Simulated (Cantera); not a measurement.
A Cantera script and its output.

```python
import numpy as np
import cantera as ct

gas = ct.Solution("h2o2.yaml")
gas.TPX = 675, 13332, {'H2': 1, 'O2': 0.556, 'N2': 1.78}
flame = ct.FreeFlame(gas, width=0.16)
flame.set_refine_criteria(ratio=3, slope=0.08, curve=0.16)
flame.transport_model = "mixture-averaged"
flame.solve(loglevel=0, auto=True)
z, T = flame.grid, flame.T
thick = (T[-1] - T[0]) / np.gradient(T, z).max()
show = ['H2', 'O2', 'OH', 'HO2', 'O', 'H2O']
print(f"laminar burning velocity  {flame.velocity[0] * 100:.3f} cm/s")
print(f"burnt temperature         {T[-1]:.1f} K")
print(f"thermal thickness         {thick * 1e3:.4f} mm")
print(f"grid points               {len(z)}")
z0 = z[flame.heat_release_rate.argmax()]
print(f"{'z/mm':>9s}{'T/K':>9s}{'u/(m/s)':>9s}" + "".join(f"{s:>11s}" for s in show))
rows = []
for k in (-3, -2, -1.5, -1, -0.5, -0.25, 0, 0.25, 0.5, 1, 2, 4, 8):
    zz = z0 + k * thick
    rows.append([k * thick, np.interp(zz, z, T), np.interp(zz, z, flame.velocity),
                 *(np.interp(zz, z, flame.X[gas.species_index(s)]) for s in show)])
    print(f"{rows[-1][0] * 1e3:9.3f}{rows[-1][1]:9.1f}{rows[-1][2]:9.3f}" + "".join(f"{x:11.3e}" for x in rows[-1][3:]))
```

Output:

```
laminar burning velocity  811.517 cm/s
burnt temperature         2478.4 K
thermal thickness         6.5957 mm
grid points               128
     z/mm      T/K  u/(m/s)         H2         O2         OH        HO2          O        H2O
  -19.787    675.0    8.115  2.998e-01  1.667e-01  1.202e-16  4.264e-12  1.208e-15  2.519e-13
  -13.191    675.0    8.115  2.998e-01  1.667e-01  9.259e-14  1.071e-10  8.907e-13  1.186e-11
   -9.894    675.0    8.115  2.998e-01  1.667e-01  3.732e-12  2.902e-09  3.437e-11  3.041e-10
   -6.596    675.0    8.115  2.998e-01  1.667e-01  9.585e-10  3.267e-07  6.980e-09  3.873e-08
   -3.298    679.3    8.162  2.988e-01  1.666e-01  1.597e-05  4.112e-05  9.705e-06  3.058e-04
   -1.649    766.5    9.143  2.799e-01  1.635e-01  2.773e-04  3.343e-05  3.818e-04  9.277e-03
    0.000   1127.9   13.071  1.366e-01  1.126e-01  4.095e-03  1.684e-05  9.817e-03  1.123e-01
    1.649   1406.8   16.076  4.703e-02  5.551e-02  1.026e-02  7.409e-06  2.080e-02  2.099e-01
    3.298   1530.3   17.347  4.478e-02  4.968e-02  1.327e-02  5.672e-06  2.157e-02  2.201e-01
    6.596   1677.9   18.822  4.627e-02  4.613e-02  1.688e-02  4.356e-06  2.069e-02  2.281e-01
   13.191   1843.2   20.418  4.623e-02  4.237e-02  2.056e-02  3.259e-06  1.863e-02  2.385e-01
   26.383   2017.8   22.046  4.400e-02  3.844e-02  2.356e-02  2.415e-06  1.561e-02  2.514e-01
   52.766   2192.0   23.613  3.944e-02  3.447e-02  2.516e-02  1.972e-06  1.206e-02  2.664e-01
```

Model: the H2/O2 subset of GRI-Mech 3.0, which has no nitrogen chemistry, integrated in Cantera. Burning velocities carry a grid error of a few per cent, more on coarse grids.
